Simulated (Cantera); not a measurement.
What does this Cantera script print?

```python
import numpy as np
import cantera as ct

gas = ct.Solution("gri30.yaml")


def delay(T, t_max=10):
    gas.TPX = T, 52000, {'CH4': 1, 'CO': 0.96, 'O2': 3.1, 'N2': 11.7}
    reactor = ct.IdealGasReactor(gas, clone=False)
    net = ct.ReactorNet([reactor])
    net.rtol, net.atol = 1e-8, 1e-16
    while net.time < t_max:
        t_old, T_old = net.time, reactor.T
        net.step()
        if reactor.T > T + 400:  # ignition: a rise of 400 K
            return t_old + (T + 400 - T_old) / (reactor.T - T_old) * (net.time - t_old)
    return np.nan


taus = []
for T in [1275, 1350, 1425, 1500, 1575, 1650, 1725]:
    taus.append(delay(T))
    print(f"T0 = {T:6g} K   tau = {taus[-1]:.4e} s")
```

It prints:

```
T0 =   1275 K   tau = 2.3482e-02 s
T0 =   1350 K   tau = 8.4505e-03 s
T0 =   1425 K   tau = 3.4742e-03 s
T0 =   1500 K   tau = 1.6328e-03 s
T0 =   1575 K   tau = 8.5914e-04 s
T0 =   1650 K   tau = 4.9144e-04 s
T0 =   1725 K   tau = 2.9878e-04 s
```

Detailed kinetics in Cantera: GRI-Mech 3.0 (53 species, 325 reactions).
